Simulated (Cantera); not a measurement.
Mixture: CH₄ : O₂ : N₂ = 1 : 2.47 : 9.28 (molar parts), at 51000 Pa, adiabatic and at constant volume. Ignition delay is the time to a rise of 400 K.

Model: GRI-Mech 3.0 (53 species, 325 reactions), integrated in Cantera.

Task: What does this change do: N2 9.28 to 26 parts?

Result: 
| quantity | before | after |
|---|---|---|
| delay at 1225 K | 47.4 ms | 0.134 s |
| delay at 1325 K | 12.2 ms | 33.1 ms |
| delay at 1425 K | 3.75 ms | 9.43 ms |
| delay at 1525 K | 1.39 ms | 3.20 ms |
| delay at 1625 K | 0.614 ms | 1.31 ms |
| delay at 1725 K | 0.306 ms | 0.622 ms |
| apparent activation energy between 1525 and 1725 K | 170 kJ/mol | 180 kJ/mol |

Task: What does this change do: 0.17 parts C2H6 added?

Result: 
```
quantity                                                before       after
--------------------------------------------------  ----------  ----------
delay at 1225 K                                        47.4 ms     3.53 ms
delay at 1325 K                                        12.2 ms     1.23 ms
delay at 1425 K                                        3.75 ms    0.502 ms
delay at 1525 K                                        1.39 ms    0.225 ms
delay at 1625 K                                       0.614 ms    0.112 ms
delay at 1725 K                                       0.306 ms     62.5 µs
apparent activation energy between 1525 and 1725 K  170 kJ/mol  140 kJ/mol
```
